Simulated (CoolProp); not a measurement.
Vapour-liquid equilibrium of R1234ze(E) (1) + R227EA (2) at 304 K; x and y are mole fractions of (1).

Model: multi-fluid Helmholtz-energy mixture model, Thol 2016 and Lemmon 2016; pair parameters Bell 2023, in CoolProp.

| x | bubble pressure (bar) | y at the bubble point | dew pressure at overall composition x (bar) | liquid density (mol/L) |
|---|---|---|---|---|
| 0.05 | 5.463 | 0.056 | 5.458 | 8.092 |
| 0.15 | 5.548 | 0.166 | 5.536 | 8.255 |
| 0.25 | 5.627 | 0.271 | 5.612 | 8.425 |
| 0.35 | 5.698 | 0.372 | 5.683 | 8.603 |
| 0.45 | 5.760 | 0.471 | 5.747 | 8.791 |
| 0.55 | 5.814 | 0.568 | 5.805 | 8.989 |
| 0.65 | 5.858 | 0.663 | 5.853 | 9.197 |
| 0.75 | 5.892 | 0.758 | 5.890 | 9.417 |
| 0.85 | 5.915 | 0.853 | 5.915 | 9.651 |
| 0.95 | 5.927 | 0.950 | 5.927 | 9.898 |

No azeotrope shows between x = 0.05 and 0.95.

Pair parameters are fitted to limited data, so mixtures are less certain than the pure fluids.
